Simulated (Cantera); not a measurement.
An adiabatic, constant-volume homogeneous reactor starts with C3H8 : O2 : N2 = 1 : 9.26 : 34.8 (molar parts), equivalence ratio 0.54, at 950 K and 1400000 Pa. Integrator tolerance rtol = 1e-08.

Detailed kinetics in Cantera: GRI-Mech 3.0 (53 species, 325 reactions). GRI-Mech 3.0 was tuned for natural gas; its chemistry of propane as a main component is partial and can be far from experiment. The pressure lies above the range GRI-Mech 3.0 was tuned for (to about 10 atm). Below about 1000 K GRI-Mech 3.0 lacks low-temperature oxidation paths.

What does this change do: initial temperature 950 to 1450 K?


```csv
quantity,before,after
time of steepest temperature rise,0.120 s,27.2 µs
temperature at 4.00 s,2391 K,2731 K
equilibrium temperature,2391 K,2731 K
x(C3H8) at 4.00 s,<1e-12 (gas-phase equilibrium <1e-12),<1e-12 (gas-phase equilibrium <1e-12)
x(O2) at 4.00 s,0.0859 (gas-phase equilibrium 0.0859),0.0813 (gas-phase equilibrium 0.0813)
x(CH4) at 4.00 s,<1e-12 (gas-phase equilibrium <1e-12),<1e-12 (gas-phase equilibrium <1e-12)
x(C2H4) at 4.00 s,<1e-12 (gas-phase equilibrium <1e-12),<1e-12 (gas-phase equilibrium <1e-12)
x(C2H) at 4.00 s,<1e-12 (gas-phase equilibrium <1e-12),<1e-12 (gas-phase equilibrium <1e-12)
x(H2O) at 4.00 s,0.0850 (gas-phase equilibrium 0.0850),0.0808 (gas-phase equilibrium 0.0808)
```

What does this change do: constant pressure in place of constant volume?


| quantity | before | after |
|---|---|---|
| time of steepest temperature rise | 0.120 s | 0.122 s |
| temperature at 4.00 s | 2391 K | 2110 K |
| equilibrium temperature | 2391 K | 2110 K |
| x(C3H8) at 4.00 s | <1e-12 (gas-phase equilibrium <1e-12) | <1e-12 (gas-phase equilibrium <1e-12) |
| x(O2) at 4.00 s | 0.0859 (gas-phase equilibrium 0.0859) | 0.0889 (gas-phase equilibrium 0.0889) |
| x(CH4) at 4.00 s | <1e-12 (gas-phase equilibrium <1e-12) | <1e-12 (gas-phase equilibrium <1e-12) |
| x(C2H4) at 4.00 s | <1e-12 (gas-phase equilibrium <1e-12) | <1e-12 (gas-phase equilibrium <1e-12) |
| x(C2H) at 4.00 s | <1e-12 (gas-phase equilibrium <1e-12) | <1e-12 (gas-phase equilibrium <1e-12) |
| x(H2O) at 4.00 s | 0.0850 (gas-phase equilibrium 0.0850) | 0.0861 (gas-phase equilibrium 0.0861) |
